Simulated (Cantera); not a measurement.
Mixture: CO : H2 : CH4 : O2 : N2 = 1 : 0.23 : 0.09 : 1.37 : 5.15 (molar parts), at 1050 Torr, adiabatic and at constant pressure. Ignition delay is the time to a rise of 400 K.

Detailed kinetics in Cantera: GRI-Mech 3.0 (53 species, 325 reactions). Where the delays flatten at high temperature, the 400 K rule measures the pace of heat release, not the induction time.

```csv
quantity,before,after
delay at 1123 K,0.234 ms,0.416 ms
delay at 1223 K,0.107 ms,76.4 µs
delay at 1323 K,68.1 µs,20.8 µs
delay at 1423 K,51.1 µs,8.11 µs
delay at 1523 K,42.6 µs,4.27 µs
delay at 1623 K,38.5 µs,2.78 µs
```

Which change was made?
A. CO 1 to 0.33 parts
B. N2 5.15 to 3.8 parts
C. CH4 0.09 to 0.03 parts
D. pressure from 1050 Torr to 12000 Torr

D, pressure from 1050 Torr to 12000 Torr
